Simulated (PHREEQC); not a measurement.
Solution (80 °C): 0.014 mol/kgw NaHCO3, 0.00022 mol/kgw Na2SO4 and 0.38 mol/kgw KCl. Closed to the air; pH follows from the charge balance.

Computed with PHREEQC (ion-association model, phreeqc.dat).

### Question
The ionic strength comes out as 0.395 mol/kgw. What activity coefficients do NaCO3-, Na+, NaSO4-, SO4-2, CO3-2 get?

### Answer
NaCO3- 0.70, Na+ 0.69, NaSO4- 0.68, SO4-2 0.19, CO3-2 0.21.

Precipitation was switched off in this run. Species that the database lacks are ignored. Away from 25 °C the constants follow the database's enthalpies or fits; those with neither stay at their 25 °C values.
